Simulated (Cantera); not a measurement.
Charge: 1 mol Si, 1.9 mol HCl, 8.6 mol H₂, at 1.00 bar.

Equilibrium computed with Cantera from the NASA thermochemical tables; the gas is ideal and each condensed phase is pure. Candidate condensed phases: Si; 19 gas species. The numbers say what is thermodynamically allowed, not how fast it happens.

### Question
What share of the Si ends up in condensed phases as a function of T (K), at 1125, 1175, 1225, 1275, 1325, 1375, 1425, 1475, 1525, 1575?

### Answer
```
T (K)  Si condensed (%)     as
-----  ----------------  -----
1125               51.2  Si(s)
1175               52.7  Si(s)
1225               54.3  Si(s)
1275               55.7  Si(s)
1325               56.8  Si(s)
1375               57.6  Si(s)
1425               57.9  Si(s)
1475               57.9  Si(s)
1525               57.7  Si(s)
1575               57.4  Si(s)
```
